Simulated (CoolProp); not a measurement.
Properties of R236EA along the isobar 5.25 bar.

The numbers come from the reference Helmholtz-energy equation of state, Rui 2013 in CoolProp.

```csv
T (°C),phase,viscosity (µPa s),Prandtl number
72.25,gas,12.6,0.687
76.65,gas,12.8,0.686
81.05,gas,12.9,0.685
85.55,gas,13.1,0.684
89.95,gas,13.3,0.684
94.45,gas,13.5,0.683
98.85,gas,13.7,0.683
103.35,gas,13.9,0.684
107.75,gas,14.0,0.684
112.15,gas,14.2,0.684
116.65,gas,14.4,0.685
121.05,gas,14.6,0.685
125.55,gas,14.8,0.686
129.95,gas,14.9,0.686
134.45,gas,15.1,0.687
138.85,gas,15.3,0.687
```

Viscosity comes from a separate model (Huber 2003), an estimate that may be off by 10 % or more. Thermal conductivity comes from a separate model (Huber 2003), an estimate that may be off by 10 % or more.
